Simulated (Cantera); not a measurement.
A perfectly stirred reactor is fed with CH3OH : O2 : N2 = 1 : 3.06 : 11.5 (molar parts), equivalence ratio 0.49, at 9750 Torr; it is adiabatic with a 673 K inlet, and is followed from long to short residence time, starting on the burning branch (τ in s: 0.081, 0.035, 0.015, 0.0063, 0.0027, 0.0011, 0.00048, 0.00021, 8.8e-05, 3.7e-05, 1.6e-05).

Cantera simulation using GRI-Mech 3.0 (53 species, 325 reactions); the numbers are that mechanism's predictions, not measurements. GRI-Mech 3.0 was tuned for natural gas; its chemistry of methanol as a main component is partial and can be far from experiment. The pressure lies above the range GRI-Mech 3.0 was tuned for (to about 10 atm).

Task: Predict: blow-out, bracketed by the residence times tried; x(CH3OH) at τ = 81.0 ms; x(O2) at τ = 81.0 ms; x(CH3) at τ = 81.0 ms; x(H2) at τ = 81.0 ms; x(H2O2) at τ = 81.0 ms; x(CH3OH) at τ = 1.10 ms; x(O2) at τ = 1.10 ms; x(CH3) at τ = 1.10 ms; x(H2) at τ = 1.10 ms; x(H2O2) at τ = 1.10 ms.

Result: 
```json
{
 "blow_out_bracketed_by_the_residence_times_tried": "burning at 0.210 ms, out at 88.0 µs",
 "x(CH3OH) at τ = 81.0 ms": "1.05e-6",
 "x(O2) at τ = 81.0 ms": "0.0970",
 "x(CH3) at τ = 81.0 ms": "1.38e-8",
 "x(H2) at τ = 81.0 ms": "1.05e-5",
 "x(H2O2) at τ = 81.0 ms": "1.59e-7",
 "x(CH3OH) at τ = 1.10 ms": "3.67e-5",
 "x(O2) at τ = 1.10 ms": "0.0978",
 "x(CH3) at τ = 1.10 ms": "2.11e-7",
 "x(H2) at τ = 1.10 ms": "0.000113",
 "x(H2O2) at τ = 1.10 ms": "7.56e-7"
}
```
